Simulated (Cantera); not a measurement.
A closed system holds: 1 mol V2O3, 1300 mol H2, a varied amount of H2O, at 1.00 bar.

Method: chemical equilibrium by Gibbs-energy minimisation in Cantera with the NASA 1993 tables (ideal gas, pure condensed phases). Candidate condensed phases: H2O, V, VO, V2O3, V2O4, V2O5; 12 gas species. Mutual solubility and eutectic melting of coexisting phases are not modelled. VO: taken at fixed stoichiometry. Condensed phases not in the tables: the oxides between V2O3 and V2O5 other than VO2. The numbers say what is thermodynamically allowed, not how fast it happens.

Stable condensed phases, one row left out:

```
T in K \ n(H2O) in mol
         0.88  1.1  1.4  1.8  2.3  2.9  3.7  4.6  5.9  7.4
   2000     A    A    A    A    A    A    A    A    A    A
   1900     A    A    A    A    A    A    A    A    A    A
   1800     A    A    A    A    A    A    A    A    A    A
   1700     A    A    A    A    A    A    A    A    A    A
   1600     A    A    A    A    A    A    A    A    A    B
   1500     A    A    A    A    A    A    A    B    C    C
   1300     B    B    C    C    C    C    C    C    C    C
   1200     C    C    C    C    C    C    C    C    C    C
   1100     C    C    C    C    C    C    C    C    C    C
   1000     C    C    C    C    C    C    C    C    C    C
    900     C    C    C    C    C    C    C    C    C    C
    800     C    C    C    C    C    C    C    C    C    C
    700     C    C    C    C    C    C    C    C    C    C
```

A: VO; B: VO + V2O3; C: V2O3.

Problem. Give the row for 1400 K.

Solution. 0.88: VO; 1.1: VO; 1.4: VO; 1.8: VO + V2O3; 2.3: VO + V2O3; 2.9: V2O3; 3.7: V2O3; 4.6: V2O3; 5.9: V2O3; 7.4: V2O3.
